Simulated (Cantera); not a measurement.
Thermodynamics of metals in furnace atmospheres, feed Al + O2 + H2

Input: 1 mol Al, 0.0018 mol O2, a varied amount of H2, equilibrated at 1500 K and 13.3 mbar.

Method: chemical equilibrium by Gibbs-energy minimisation in Cantera with the NASA 1993 tables (ideal gas, pure condensed phases). Candidate condensed phases: Al, Al2O3, H2O; 19 gas species. Mutual solubility and eutectic melting of coexisting phases are not modelled. Kinetics and transport are ignored.

```csv
n(H2) (mol),x H2,x Al,x Al2O,x H,x AlH,x AlOH,x Al2,n Al(l),n Al2O3(s)
1.8,0.998,0.000991,0.000700,0.000152,0.000138,2.46e-7,1.28e-7,0.994,0.000779
2.9,0.998,0.000991,0.000700,0.000152,0.000138,2.46e-7,1.28e-7,0.992,0.000522
4.6,0.998,0.000991,0.000700,0.000152,0.000138,2.46e-7,1.28e-7,0.988,0.000125
7.2,0.998,0.000991,0.000499,0.000152,0.000138,1.75e-7,1.28e-7,0.985,0
11,0.998,0.000991,0.000327,0.000152,0.000138,1.15e-7,1.28e-7,0.980,0
18,0.999,0.000991,0.000200,0.000152,0.000138,7.02e-8,1.28e-7,0.972,0
28,0.999,0.000991,0.000128,0.000152,0.000138,4.51e-8,1.28e-7,0.961,0
43,0.999,0.000991,8.36e-5,0.000152,0.000138,2.94e-8,1.28e-7,0.944,0
```
x: gas mole fraction; n: condensed amount in mol.

From 1.8 mol H2 to 4.6 mol H2 the condensed part is Al(l) + Al2O3(s). From 7.2 mol H2 to 43 mol H2 the condensed part is Al(l). The main Al-bearing gas is Al2O at 1.8 mol H2 and Al at 43 mol H2. The share of Al in condensed phases is highest at 1.8 mol H2 (99.5 %) and lowest at 43 mol H2 (94.4 %).
